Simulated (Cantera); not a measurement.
Mixture: 5.38 % CH₄, 0.296 % H₂, 14.7 % O₂, 79.6 % N₂, at 1.48 atm, adiabatic and at constant volume. Ignition delay is the time to a rise of 400 K.

Cantera simulation using GRI-Mech 3.0 (53 species, 325 reactions); the numbers are that mechanism's predictions, not measurements.

At T0 = 1423 K, what is the delay, and which 5 reactions control it most (d ln τ / d ln k, from doubling and halving each rate constant)?

The delay is 1.62 ms.
```tsv
reaction	d ln τ / d ln k	faster rate
H + O2 <=> O + OH	-0.52	shortens it
2 CH3 (+M) <=> C2H6 (+M)	0.48	lengthens it
CH3 + O2 <=> CH3O + O	-0.41	shortens it
CH4 + H <=> CH3 + H2	0.22	lengthens it
CH3 + O2 <=> CH2O + OH	-0.21	shortens it
```
